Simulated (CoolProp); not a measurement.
Vapour-liquid equilibrium of propylene (1) + benzene (2) at 333.1 K; x and y are mole fractions of (1).

The numbers come from the multi-fluid Helmholtz-energy mixture model, Lemmon 2013 and Thol 2012; pair parameters Bell 2016 in CoolProp.

```csv
x,bubble pressure (MPa),y at the bubble point,dew pressure at overall composition x (MPa),liquid density (mol/L)
0.05,0.2169,0.759,0.05493,10.78
0.15,0.5199,0.900,0.06143,10.92
0.25,0.7897,0.935,0.06966,11.06
0.35,1.031,0.952,0.08042,11.17
0.45,1.249,0.962,0.09507,11.26
0.55,1.452,0.969,0.1162,11.32
0.65,1.648,0.975,0.1494,11.33
0.75,1.851,0.980,0.2091,11.26
0.85,2.075,0.986,0.3476,11.07
0.95,2.351,0.994,0.9994,10.66
```

No azeotrope shows between x = 0.05 and 0.95.

Pair parameters are fitted to limited data, so mixtures are less certain than the pure fluids. The gap from Raoult's law changes sign with composition, which may be real or a fault of the pair parameters; it wasn't checked against measurements.
